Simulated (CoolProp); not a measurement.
Properties of cis-2-butene along the isotherm 69.35 °C.

The numbers come from the reference Helmholtz-energy equation of state, Lemmon 2005 in CoolProp. It is a short technical equation, of lower accuracy than the large ones.

| p (MPa) | phase | cv (kJ/(kg K)) | speed of sound (m/s) | isothermal compressibility (1/MPa) | fugacity coefficient |
|---|---|---|---|---|---|
| 0.141 | gas | 1.478 | 231.4 | 7.288 | 0.9744 |
| 0.282 | gas | 1.497 | 226.1 | 3.759 | 0.9489 |
| 0.424 | gas | 1.518 | 220.3 | (withheld) | 0.9231 |
| 0.565 | gas | 1.542 | 214.1 | 2.029 | 0.8976 |
| 0.706 | gas | 1.570 | 207.2 | 1.710 | 0.8718 |
| 0.847 | liquid | 1.652 | 735.4 | 0.005001 | 0.7490 |
| 0.988 | liquid | 1.651 | 737.7 | (withheld) | 0.6453 |
| 1.13 | liquid | 1.651 | 740.0 | 0.004923 | 0.5670 |
| 1.27 | liquid | 1.651 | 742.2 | 0.004885 | 0.5070 |
| 1.41 | liquid | 1.651 | 744.4 | 0.004848 | 0.4589 |
| 1.55 | liquid | 1.651 | 746.6 | 0.004811 | (withheld) |
| 1.69 | liquid | 1.651 | 748.8 | 0.004775 | 0.3867 |
| 1.84 | liquid | 1.651 | 751.1 | 0.004738 | 0.3570 |
| 1.98 | liquid | 1.651 | 753.3 | 0.004703 | 0.3334 |
| 2.12 | liquid | 1.651 | 755.5 | 0.004669 | (withheld) |

Task: Fill in the missing entries.

Result: 
- 0.424, isothermal compressibility (1/MPa): 2.592
- 0.988, isothermal compressibility (1/MPa): 0.004962
- 1.55, fugacity coefficient: 0.4195
- 2.12, fugacity coefficient: 0.3129
